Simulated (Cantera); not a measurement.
Feed: 1 mol Si3N4, 1.2 mol H2O, 30 mol H2, held at 1.10e-5 bar.

Cantera equilibrium calculation (NASA polynomials, part measured and part estimated; ideal gas, pure solids and liquids). Candidate condensed phases: H2O, Si, SiO2, Si2N2O, Si3N4; 35 gas species. Mutual solubility and eutectic melting of coexisting phases are not modelled. The tables' values for SiN are old estimates; treat these amounts as uncertain. Equilibrium is a limit: real reactors are often held back by kinetics, nucleation or transport.

x: gas mole fraction; n: condensed amount in mol.

```csv
T (K),x H2,x H,x N2,x Si,x SiO,n Si2N2O(s),n Si3N4(s),n Si(s)
998,0.987,6.44e-7,0.0127,<1e-12,3.40e-11,1.20,0.200,0
1098,0.987,7.41e-6,0.0127,6.79e-11,2.11e-8,1.20,0.200,0
1198,0.987,___,0.0127,___,___,1.20,0.200,0
1298,0.974,___,___,___,___,1.19,0,___
1398,0.906,0.00136,0.0581,7.08e-5,0.0349,0,0,1.80
1498,0.901,0.00492,0.0579,0.000912,0.0348,0,0,1.77
1598,0.885,0.0151,0.0572,0.00850,0.0343,0,0,1.50
1698,0.825,0.0396,0.0541,0.0480,0.0325,0,0,0
1798,0.775,0.0935,0.0527,0.0471,0.0316,0,0,0
1898,0.681,0.194,0.0499,0.0447,0.0299,0,0,0
1998,0.533,0.353,0.0455,0.0409,0.0273,0,0,0
```

Question: Some entries are withheld; supply them.

Answer: 
- 1198, x H: 5.70e-5
- 1198, x Si: 3.90e-8
- 1198, x SiO: 4.41e-6
- 1298, x H: 0.000319
- 1298, x N2: 0.0254
- 1298, x Si: 3.69e-6
- 1298, x SiO: 0.000447
- 1298, n Si(s): 0.614
